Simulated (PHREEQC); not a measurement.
A PHREEQC speciation (ion-association model, phreeqc.dat) at 79 °C gives pH 2.15 and these molalities:

| species | mol/kgw |
|---|---|
| Zn+2 | 0.146 |
| ZnSO4 | 0.106 |
| SO4-2 | 0.0853 |
| HSO4- | 0.0545 |
| Zn(SO4)2-2 | 0.0382 |
| H+ | 0.00954 |

Question: What are the element totals, and what could have been dissolved in 1 kg of water to give them?

Answer: This is not unique; one that fits is totals S(6) 0.322, Zn 0.290 mol/kgw, from 0.032 mol H2SO4 and 0.29 mol ZnSO4 per kg of water.

Precipitation was switched off in this run. Constants without temperature data keep their 25 °C values here.
